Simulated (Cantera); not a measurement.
Charge: 1 mol Si, 0.022 mol CO₂, 52 mol N₂, at 1.33 mbar.

Cantera equilibrium calculation (NASA polynomials, part measured and part estimated; ideal gas, pure solids and liquids). Candidate condensed phases: C, Si, SiC, SiO₂, Si₂N₂O, Si₃N₄; 34 gas species. N₂ is the only nitrogen source here; it is nearly inert below about 1500 K, so the nitride shown seldom forms there in practice. Mutual solubility and eutectic melting of coexisting phases are not modelled. The numbers say what is thermodynamically allowed, not how fast it happens. All values below are at 1473 K.

Base state: N₂ 1.000, CO 0.000394, SiO 9.14e-5 (mole fractions); condensed: SiC(s) + Si₂N₂O(s) + Si₃N₄(s).

Question: What changes in the equilibrium state with this change: CO₂ from 0.022 to 4.6 mol?

Answer: 
```json
[
 {"species": "N₂", "before": "1.000", "after": "0.919"},
 {"species": "CO₂", "before": "<1e-9", "after": "0.0459"},
 {"species": "CO", "before": "0.000394", "after": "0.0353"},
 {"species": "SiO", "before": "9.14e-5", "after": "1.80e-7"},
 {"species": "SiC(s), mol", "before": "0.00175", "after": "0"},
 {"species": "Si₂N₂O(s), mol", "before": "0.0191", "after": "0"},
 {"species": "Si₃N₄(s), mol", "before": "0.318", "after": "0"},
 {"species": "SiO₂(β-quartz), mol", "before": "0", "after": "1.000"}
]
```
The tables hold silica as quartz up to 1696 K and as liquid above; real silica turns to tridymite and cristobalite and melts near 1996 K.
